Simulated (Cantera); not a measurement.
**Silicon oxide and oxynitride deposition: SiH₄ + O₂ + H₂**

Input: 1 mol SiH₄, 0.52 mol O₂, 6.5 mol H₂, held at 0.0100 bar.

Method: chemical equilibrium by Gibbs-energy minimisation in Cantera with the NASA 1993 tables (ideal gas, pure condensed phases). Candidate condensed phases: H₂O, Si, SiO₂; 18 gas species. Mutual solubility and eutectic melting of coexisting phases are not modelled. The tables hold silica as quartz up to 1696 K and as liquid above; real silica turns to tridymite and cristobalite and melts near 1996 K. The numbers say what is thermodynamically allowed, not how fast it happens.

```csv
T (°C),log p H₂,log p SiO,log p H,log p H₂O,log p OH,n Si(s),n SiO₂(β-quartz),n SiO₂(condensed)
777,-2.00,-8.42,-9.09,-10.50,<-14,0.480,0.520,0
877,-2.00,-6.92,-8.13,-9.62,<-14,0.480,0.520,0
977,-2.00,-5.67,-7.32,-8.88,<-14,0.479,0.519,0
1077,-2.00,-4.61,-6.62,-8.26,<-14,0.469,0.509,0
1177,-2.01,-3.70,-6.03,-7.73,-13.37,0.392,0.432,0
1277,-2.05,-2.99,-5.53,-7.21,-12.16,0,0.0400,0
1377,-2.05,-2.99,-5.07,-6.11,-10.48,0,0.0393,0
1477,-2.05,-2.99,-4.66,-5.15,-8.99,0,0,0.0333
1577,-2.05,-2.98,-4.29,-4.38,-7.75,0,0,0
1677,-2.06,-2.98,-3.97,-4.38,-7.33,0,0,0
```
log p: log10 of the partial pressure in bar; n: condensed amount in mol.

From 777 °C to 1177 °C the condensed part is Si(s) + SiO₂(β-quartz). From 1277 °C to 1377 °C the condensed part is SiO₂(β-quartz). At 1477 °C the condensed part is SiO₂(condensed). From 1577 °C to 1677 °C nothing is condensed. The main Si-bearing gas is SiO throughout.
